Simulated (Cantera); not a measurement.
## Dilute partial oxidation

An isothermal, constant-pressure homogeneous reactor starts with 0.545 % CH₂O, 0.278 % O₂, 99.2 % N₂, equivalence ratio 2.0, at 1550 K and 62000 Pa.

Cantera simulation using GRI-Mech 3.0 (53 species, 325 reactions); the numbers are that mechanism's predictions, not measurements.

```tsv
t (s)	x CH₂O	x O₂	x C₂H₆	x H	x CO₂	x O	x CO
4.00e-5	0.00544	0.00278	<1e-12	8.28e-7	8.05e-11	2.38e-8	1.39e-5
0.000133	0.00526	0.00276	<1e-12	4.85e-6	1.90e-8	1.50e-7	0.000191
0.000439	0.00114	0.00249	<1e-12	8.18e-5	1.32e-5	6.39e-6	0.00427
0.00145	1.21e-11	0.000435	<1e-12	0.00260	0.00121	0.000393	0.00422
0.00482	9.08e-12	0.000146	<1e-12	0.00212	0.00213	0.000165	0.00330
0.0160	5.79e-12	2.83e-5	<1e-12	0.00101	0.00219	3.21e-5	0.00325
0.0529	3.32e-12	2.64e-6	<1e-12	0.000340	0.00213	3.13e-6	0.00331
0.175	2.27e-12	2.17e-7	<1e-12	0.000101	0.00210	2.63e-7	0.00334
0.581	1.94e-12	1.77e-8	<1e-12	2.93e-5	0.00209	2.15e-8	0.00335
1.92	1.83e-12	1.46e-9	<1e-12	8.43e-6	0.00209	1.77e-9	0.00335
6.38	1.80e-12	1.68e-10	<1e-12	2.87e-6	0.00209	2.06e-10	0.00336
21.1	1.80e-12	7.08e-11	<1e-12	1.88e-6	0.00209	8.82e-11	0.00336
70.0	1.79e-12	6.63e-11	<1e-12	1.82e-6	0.00209	8.27e-11	0.00335
```
x: mole fraction; the columns are a selection and need not sum to one.

Equilibrium at this temperature and pressure: CH₂O 1.79e-12, O₂ 6.45e-11, C₂H₆ <1e-12, H 1.80e-6, CO₂ 0.00209, O 8.03e-11, CO 0.00335 (gas phase only).
